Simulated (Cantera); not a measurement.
A closed system holds: 1 mol Si(CH3)4, 0.013 mol CH4, 1900 mol H2, held at 100 Torr.

Equilibrium computed with Cantera from the NASA thermochemical tables; the gas is ideal and each condensed phase is pure. Candidate condensed phases: C, C6H6, C7H8, C8H18, Si, SiC; 87 gas species. Equilibrium is a limit: real reactors are often held back by kinetics, nucleation or transport. All values below are at 1752 °C.

Base state: H2 0.994, H 0.00525, C2H2 (acetylene) 0.000781, CH4 4.88e-5, Si 2.81e-5 (mole fractions); condensed: SiC(s).

Q: What changes in the equilibrium state with this change: Si(CH3)4 replaced by (CH3)2SiCl2?

A: 
```csv
species,before,after
H2,0.994,0.993
H,0.00525,0.00525
HCl,0,0.00104
C2H2 (acetylene),0.000781,0.000285
Si,2.81e-5,4.66e-5
CH4,4.88e-5,2.94e-5
SiH,6.56e-6,1.09e-5
SiH2,7.83e-6,1.30e-5
"SiC(s), mol",0.913,0.857
```
The feed counts by its element totals alone. Gases not in the tables: Si2H6 and higher silanes.

Q: What changes in the equilibrium state with this change: pressure from 100 Torr to 690 Torr?

A: 
```tsv
species	before	after
H2	0.994	0.997
H	0.00525	0.00200
C2H2 (acetylene)	0.000781	0.000635
CH4	4.88e-5	0.000305
Si	2.81e-5	4.53e-6
CH3	5.09e-6	1.21e-5
SiC(s), mol	0.913	0.968
```
